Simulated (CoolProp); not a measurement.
Vapour-liquid equilibrium of ammonia (1) + benzene (2) at 66.75 °C; x and y are mole fractions of (1).

Model: multi-fluid Helmholtz-energy mixture model, Gao 2020 and Thol 2012; pair parameters Bell 2016, in CoolProp.

Question: Give the bubble pressure and the first vapour's composition at x = 0.05, 0.2, 0.65. Is there an azeotrope?

Answer: x = 0.05: 3.505 bar, y = 0.808; x = 0.2: 11.13 bar, y = 0.937; x = 0.65: 22.11 bar, y = 0.971. No azeotrope shows between x = 0.05 and 0.95.

The pair parameters rest on a limited set of measurements; away from them the model extrapolates. The gap from Raoult's law changes sign with composition, which may be real or a fault of the pair parameters; it wasn't checked against measurements. With so large a gap from Raoult's law the liquid may split in two, which this calculation doesn't test in full.
